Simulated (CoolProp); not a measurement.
Properties of R1132(E) along the isobar 22.2 bar (Tc = 348.8 K, pc = 51.74 bar, ω = 0.245).

Model: reference Helmholtz-energy equation of state, Akasaka 2024, in CoolProp.

```tsv
T (K)	phase	Z	cp (kJ/(kg K))	cv (kJ/(kg K))	Joule-Thomson coefficient (K/MPa)
302.7	liquid	0.06266	1.955	1.078	0.2637
316.6	gas	0.7404	1.449	0.9593	16.48
330.5	gas	0.7879	1.327	0.9531	13.85
344.4	gas	0.8226	1.268	0.9563	11.91
358.3	gas	0.8495	1.238	0.9650	10.40
372.2	gas	0.8709	1.225	0.9774	9.189
386.1	gas	0.8885	1.221	0.9922	8.191
400	gas	0.9031	1.223	1.009	7.354
```
